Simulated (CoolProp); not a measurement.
A single-stage vapour-compression cycle with c-C4F8 (RC318): evaporating at 285.15 K (dew point), condensing at 318.15 K (bubble point), superheat 10 K, subcooling 0 K, compressor efficiency 0.65, no pressure losses. Each further row changes one setting.

Model: reference Helmholtz-energy equation of state, Platzer 1990, in CoolProp. This equation is an older, rougher fit; its heat capacities, sound speeds and derivatives of the liquid may be far off and weren't checked against measurements.

```json
[
 {"case": "as stated", "cooling COP": "4.48", "pressure ratio": "2.81", "discharge temperature (K)": "322.8", "refrigerating effect (kJ/kg)": "80.6", "volumetric capacity (kJ/m³)": "1420"},
 {"case": "evaporating temperature 290.15 K", "cooling COP": "5.58", "pressure ratio": "2.36", "discharge temperature (K)": "323.4", "refrigerating effect (kJ/kg)": "[?]", "volumetric capacity (kJ/m³)": "[?]"},
 {"case": "condensing temperature 313.15 K", "cooling COP": "5.54", "pressure ratio": "2.44", "discharge temperature (K)": "[?]", "refrigerating effect (kJ/kg)": "86.4", "volumetric capacity (kJ/m³)": "1520"},
 {"case": "subcooling 5 K", "cooling COP": "4.81", "pressure ratio": "2.81", "discharge temperature (K)": "322.8", "refrigerating effect (kJ/kg)": "86.4", "volumetric capacity (kJ/m³)": "1520"},
 {"case": "superheat 20 K", "cooling COP": "4.71", "pressure ratio": "2.81", "discharge temperature (K)": "332.8", "refrigerating effect (kJ/kg)": "88.7", "volumetric capacity (kJ/m³)": "1500"},
 {"case": "compressor efficiency 0.55", "cooling COP": "3.79", "pressure ratio": "2.81", "discharge temperature (K)": "326.4", "refrigerating effect (kJ/kg)": "80.6", "volumetric capacity (kJ/m³)": "1420"}
]
```

Problem. Some entries are withheld; supply them.

Solution. 
- evaporating temperature 290.15 K, refrigerating effect (kJ/kg): 84.1
- evaporating temperature 290.15 K, volumetric capacity (kJ/m³): 1750
- condensing temperature 313.15 K, discharge temperature (K): 318.8
